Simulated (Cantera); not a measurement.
An isothermal, constant-pressure homogeneous reactor starts with C3H8 : H2 = 1 : 2.2 (molar parts), at 1525 K and 0.0550 bar. Integrator tolerance rtol = 1e-08.

Cantera simulation using GRI-Mech 3.0 (53 species, 325 reactions); the numbers are that mechanism's predictions, not measurements. GRI-Mech 3.0 was tuned for natural gas; its chemistry of propane as a main component is partial and can be far from experiment. GRI-Mech 3.0 stops at C3 and has no aromatics, soot or wall deposition, so with more carbon than oxygen in the feed, carbon stays in small species such as C2H2 where larger ones or solid carbon would form.

Q: What does this change do: C3H8 1 to 0.31 parts?

A: 
```tsv
quantity	before	after
x(C3H8) at 2.00 s	3.73e-9 (gas-phase equilibrium 9.38e-11)	1.27e-9 (gas-phase equilibrium 5.36e-11)
x(H2) at 2.00 s	0.676 (gas-phase equilibrium 0.749)	0.816 (gas-phase equilibrium 0.858)
x(C2H2) at 2.00 s	0.212 (gas-phase equilibrium 0.237)	0.106 (gas-phase equilibrium 0.130)
x(C2H) at 2.00 s	3.99e-8 (gas-phase equilibrium 6.10e-8)	2.02e-8 (gas-phase equilibrium 3.13e-8)
x(H) at 2.00 s	5.81e-5 (gas-phase equilibrium 8.79e-5)	7.08e-5 (gas-phase equilibrium 9.41e-5)
x(C2H4) at 2.00 s	0.00208 (gas-phase equilibrium 0.00216)	0.00121 (gas-phase equilibrium 0.00135)
x(C2H6) at 2.00 s	1.89e-5 (gas-phase equilibrium 6.35e-7)	8.86e-6 (gas-phase equilibrium 4.58e-7)
```
